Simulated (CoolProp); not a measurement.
Saturated liquid density (kg/m³) of 1-butene: the reference equation beside estimates from Tc = 419.3 K, pc = 4.006 MPa, ω = 0.192.

The numbers come from the reference Helmholtz-energy equation of state, Lemmon 2005 in CoolProp. It is a short technical equation, of lower accuracy than the large ones.

```
T (K)  reference  van der Waals  Peng-Robinson
-----  ---------  -------------  -------------
333.7        [?]          333.9          555.2
342.8      526.3          325.0          537.2
351.9      511.7          315.6          517.6
361        496.1          305.4          496.2
370.1      479.1          294.5            [?]
379.3      460.2          282.2          446.2
388.4      439.0          268.6            [?]
397.5      414.0            [?]          381.8
```

**Question.** Complete the blanks.

**Answer.** 
- 333.7, reference: 540.1
- 370.1, Peng-Robinson: 472.7
- 388.4, Peng-Robinson: 416.5
- 397.5, van der Waals: 252.9

Absolute difference from the reference over all 8 rows, mean and median: van der Waals 38.5 and 38.5 %, Peng-Robinson 2.9 and 2.4 %.
